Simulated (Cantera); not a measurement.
Cantera run, input and output.

```python
import numpy as np
import cantera as ct

gas = ct.Solution("gri30.yaml")
gas.TPX = 1550, 26000, {'CO': 1, 'H2': 0.19, 'CH4': 0.31, 'O2': 2.02, 'N2': 7.61, 'H2O': 0.5}
reactor = ct.IdealGasConstPressureReactor(gas, energy="on", clone=False)
net = ct.ReactorNet([reactor])
net.rtol, net.atol = 1e-08, 1e-16
show = ['CO', 'H2', 'CH4', 'C2H6', 'C2H2']
times = np.geomspace(1e-06, 0.2, 12)

steps = ct.SolutionArray(gas, extra=["t"])
rows = []
print(f"{'t/s':>10s}{'T/K':>9s}{'P/Pa':>11s}" + "".join(f"{s:>11s}" for s in show))
for t in times:
    while net.time < t:
        t_next = net.step()
        steps.append(gas.state, t=t_next)
    rows.append([np.interp(t, steps.t, y) for y in (steps.T, steps.P, *steps(*show).X.T)])
    print(f"{t:10.3e}{rows[-1][0]:9.1f}{rows[-1][1]:11.4g}" + "".join(f"{x:11.3e}" for x in rows[-1][2:]))
rate = np.gradient(steps.T, steps.t)
print("integrator steps:", len(steps.t))
if steps.T.max() > steps.T[0] + 200:
    print(f"time of steepest temperature rise: {steps.t[rate.argmax()]:.4e} s")
gas.TPX = 1550, 26000, {'CO': 1, 'H2': 0.19, 'CH4': 0.31, 'O2': 2.02, 'N2': 7.61, 'H2O': 0.5}
gas.equilibrate("HP")
print(f"equilibrium (HP): T = {gas.T:.1f} K  " + "  ".join(f"{s} {gas[s].X[0]:.3e}" for s in show))
```

Output:

```
       t/s      T/K       P/Pa         CO         H2        CH4       C2H6       C2H2
 1.000e-06   1550.0    2.6e+04  8.598e-02  1.634e-02  2.666e-02  2.087e-16  1.284e-19
 3.033e-06   1550.0    2.6e+04  8.598e-02  1.634e-02  2.666e-02  9.293e-15  1.462e-18
 9.201e-06   1550.0    2.6e+04  8.598e-02  1.634e-02  2.665e-02  7.091e-13  2.418e-17
 2.791e-05   1550.0    2.6e+04  8.598e-02  1.634e-02  2.665e-02  8.292e-11  2.103e-15
 8.465e-05   1550.0    2.6e+04  8.598e-02  1.633e-02  2.663e-02  1.436e-08  1.254e-12
 2.568e-04   1552.8    2.6e+04  8.589e-02  1.609e-02  2.551e-02  2.912e-05  4.501e-08
 7.789e-04   2089.8    2.6e+04  4.121e-02  9.905e-03  3.481e-18  1.025e-33  2.001e-22
 2.363e-03   2356.6    2.6e+04  3.171e-02  6.313e-03  1.912e-18  1.190e-34  9.295e-22
 7.166e-03   2489.8    2.6e+04  2.394e-02  4.308e-03  2.887e-18  7.404e-35  1.540e-21
 2.174e-02   2490.6    2.6e+04  2.341e-02  4.205e-03  2.934e-18  7.249e-35  1.504e-21
 6.594e-02   2485.6    2.6e+04  2.317e-02  4.172e-03  2.904e-18  7.103e-35  1.433e-21
 2.000e-01   2484.7    2.6e+04  2.313e-02  4.165e-03  2.899e-18  7.074e-35  1.420e-21
integrator steps: 1526
time of steepest temperature rise: 3.7156e-04 s
equilibrium (HP): T = 2484.7 K  CO 2.313e-02  H2 4.165e-03  CH4 4.207e-18  C2H6 1.386e-34  C2H2 1.562e-21
```

Computed with Cantera and GRI-Mech 3.0 (53 species, 325 reactions).
